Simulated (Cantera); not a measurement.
A perfectly stirred reactor is fed with CH₄ : O₂ : N₂ = 1 : 3.64 : 13.7 (molar parts), equivalence ratio 0.55, at 2780 Torr; it is adiabatic with a 625 K inlet, and is followed from long to short residence time, starting on the burning branch (τ in s: 0.21, 0.086, 0.036, 0.015, 0.0062, 0.0026, 0.0011, 0.00044, 0.00018, 7.5e-05, 3.1e-05, 1.3e-05, 5.4e-06).

Computed with Cantera and GRI-Mech 3.0 (53 species, 325 reactions).

**Question.** Predict: blow-out, bracketed by the residence times tried; x(CH₄) at τ = 0.210 s; x(O₂) at τ = 0.210 s; x(N₂O) at τ = 0.210 s; x(NO₂) at τ = 0.210 s; x(CH₄) at τ = 1.10 ms; x(O₂) at τ = 1.10 ms; x(N₂O) at τ = 1.10 ms; x(C₂H₂) at τ = 1.10 ms; x(NO₂) at τ = 1.10 ms.

**Answer.** 
```
Quantity                                                                        Value
------------------------------------------------  -----------------------------------
blow-out, bracketed by the residence times tried  burning at 0.180 ms, out at 75.0 µs
x(CH₄) at τ = 0.210 s                                                         2.89e-6
x(O₂) at τ = 0.210 s                                                           0.0893
x(N₂O) at τ = 0.210 s                                                         4.01e-7
x(NO₂) at τ = 0.210 s                                                         1.21e-7
x(CH₄) at τ = 1.10 ms                                                        0.000125
x(O₂) at τ = 1.10 ms                                                           0.0903
x(N₂O) at τ = 1.10 ms                                                         1.80e-6
x(C₂H₂) at τ = 1.10 ms                                                        2.84e-8
x(NO₂) at τ = 1.10 ms                                                         3.98e-8
```
